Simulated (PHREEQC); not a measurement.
A column of 0.1 m (40 cells, dispersivity 0.0035 m, 300 s a shift, diffusion coefficient 3e-10 m²/s) holds 0.055 eq of the database's cation exchanger X per kg of pore water, first in equilibrium with 11 mmol/kgw ZnSO4, 0.83 mmol/kgw MgCl2 and 0.01 mmol/kgw HCl. It is flushed with 1.5 mmol/kgw LiCl, 31 mmol/kgw ZnSO4 and 0.01 mmol/kgw HCl, at 15 °C. Values are for the last cell. No CO2 enters from the air. Precipitation was switched off in this run.

Model: ion-association model, phreeqc.dat, run in PHREEQC.

| pore volumes | Li in solution (mol/kgw) | Mg in solution (mol/kgw) | S in solution (mol/kgw) | Zn in solution (mol/kgw) | MgX2 on the exchanger (mol/kgw) | LiX on the exchanger (mol/kgw) |
|---|---|---|---|---|---|---|
| 0 | 0 | 0.000830 | 0.0110 | 0.0110 | 0.00120 | 0 |
| 0.2625 | (withheld) | 0.000830 | 0.0110 | 0.0110 | 0.00120 | 4.59e-14 |
| 0.6375 | 2.32e-5 | 0.000905 | 0.0121 | 0.0120 | 0.00120 | 4.41e-6 |
| 0.8875 | 0.000313 | 0.00130 | 0.0185 | 0.0178 | 0.00119 | (withheld) |
| 1.137 | 0.000851 | 0.00152 | 0.0256 | 0.0245 | 0.00103 | 0.000119 |
| 1.387 | 0.00124 | 0.00121 | 0.0293 | 0.0282 | 0.000718 | 0.000164 |
| 1.762 | 0.00145 | 0.000556 | 0.0308 | 0.0303 | 0.000313 | (withheld) |
| 2.013 | 0.00149 | 0.000282 | 0.0310 | 0.0307 | 0.000158 | 0.000191 |
| 2.263 | 0.00150 | 0.000132 | 0.0310 | 0.0309 | 7.38e-5 | 0.000192 |
| 2.638 | 0.00150 | 3.85e-5 | 0.0310 | 0.0310 | (withheld) | 0.000192 |
| 2.888 | 0.00150 | 1.61e-5 | 0.0310 | 0.0310 | 8.98e-6 | 0.000192 |
| 3.138 | 0.00150 | 6.57e-6 | 0.0310 | 0.0310 | 3.66e-6 | 0.000192 |
| 3.388 | 0.00150 | (withheld) | 0.0310 | 0.0310 | 1.46e-6 | 0.000192 |
| 3.763 | 0.00150 | 6.40e-7 | 0.0310 | 0.0310 | 3.56e-7 | 0.000192 |
| 4.013 | 0.00150 | 2.46e-7 | 0.0310 | 0.0310 | 1.37e-7 | 0.000192 |

Problem. Fill in the missing entries.

Solution. 
- 0.2625, Li in solution (mol/kgw): 2.32e-13
- 0.8875, LiX on the exchanger (mol/kgw): 5.03e-5
- 1.762, LiX on the exchanger (mol/kgw): 0.000188
- 2.638, MgX2 on the exchanger (mol/kgw): 2.14e-5
- 3.388, Mg in solution (mol/kgw): 2.62e-6

Species that the database lacks are ignored.
